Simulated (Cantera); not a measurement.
Cantera with NASA thermochemical tables; ideal gases at 1 bar, condensed phases pure. Values are per mole of reaction as written; species without (g) are pure solids or liquids, kept so even where they would boil at 1 bar.

Between 300 and 1548 K, where is each reaction favourable under standard conditions?
- O(g) + Ca → CaO


- O(g) + Ca → CaO: ΔG° is -835 kJ at 300 K and -622 kJ at 1548 K; it stays negative (K > 1). ΔH° is -896 kJ and ΔS° -177 J/K at 1548 K.
